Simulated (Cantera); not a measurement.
Feed: 1 mol MgCO3, 0.089 mol C, 0.14 mol H2, held at 1825 °C and 0.00120 bar.

Equilibrium computed with Cantera from the NASA thermochemical tables; the gas is ideal and each condensed phase is pure. Candidate condensed phases: C, C6H6, C7H8, C8H18, H2O, Mg, MgCO3, MgO, Mg(OH)2; 116 gas species. Kinetics and transport are ignored.

Base state: CO2 0.555, CO 0.290, H2O 0.0899, O2 0.0255, OH 0.00973, H2 0.00951, H 0.00867, O 0.00632 (mole fractions); condensed: MgO(s).

Task: What changes in the equilibrium state with this change: temperature from 1825 °C to 677 °C?

Result: 
```csv
species,before,after
CO2,0.555,0.669
CO,0.290,0.217
H2O,0.0899,0.0721
H2,0.00951,0.0418
O2,0.0255,<1e-9
Mg,0.00510,<1e-9
OH,0.00973,<1e-9
O,0.00632,<1e-9
H,0.00867,3.29e-9
"MgO(s), mol",0.993,1.00
```

Task: What changes in the equilibrium state with this change: pressure from 0.00120 bar to 1.10 bar?

Result: 
| species | before | after |
|---|---|---|
| CO2 | 0.555 | 0.635 |
| CO | 0.290 | 0.250 |
| H2O | 0.0899 | 0.105 |
| O2 | 0.0255 | 4.88e-5 |
| Mg | 0.00510 | 4.20e-6 |
| MgO | 0.000108 | 1.18e-7 |
| O | 0.00632 | 9.14e-6 |
| MgO(s), mol | 0.993 | 1.000 |
